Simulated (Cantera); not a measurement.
Feed: 1 mol CaO, 3.7 mol HBr, 4.1 mol N2, held at 6.10 Pa.

Equilibrium computed with Cantera from the NASA thermochemical tables; the gas is ideal and each condensed phase is pure. Candidate condensed phases: Br2, Ca, CaBr2, CaO, Ca(OH)2, H2O; 34 gas species. The numbers say what is thermodynamically allowed, not how fast it happens.

### Question
Which condensed phases are stable at each of these points (T (K)): 1225, 1275, 1325, 1375, 1425, 1475, 1525, 1575?

### Answer
```tsv
T (K)	condensed phases	Ca condensed (%)
1225	gas only	0.0
1275	gas only	0.0
1325	gas only	0.0
1375	gas only	0.0
1425	gas only	0.0
1475	gas only	0.0
1525	gas only	0.0
1575	CaO(s)	1.4
```

From 1225 K to 1525 K nothing is condensed. At 1575 K the condensed part is CaO(s).
